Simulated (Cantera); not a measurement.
Gas mixture: 100 % C2H4, at 3750 Torr, frozen composition.

Cantera's kinetic-theory transport with the Lennard-Jones parameters of GRI-Mech 3.0, ideal gas; thermal conductivity in the mixture-averaged form. The composition is frozen, though it would react at the higher temperatures.

One state of this run: ρ (kg/m³) = 1.47; cp (J/kg/K) = 3563; μ (µPa s) = 31.5; λ (mW/m/K) = 150; Pr = 0.747; D (cm²/s) H2 = 1.24; D (cm²/s) CH4 = 0.377; D (cm²/s) NH3 = 0.405. D: mixture-averaged diffusion coefficient of that species in the mixture.

### Question
Which value of T (K) does it belong to?
(A) 2400
(B) 1400
(C) 1900
(D) 1150

### Answer
D, 1150
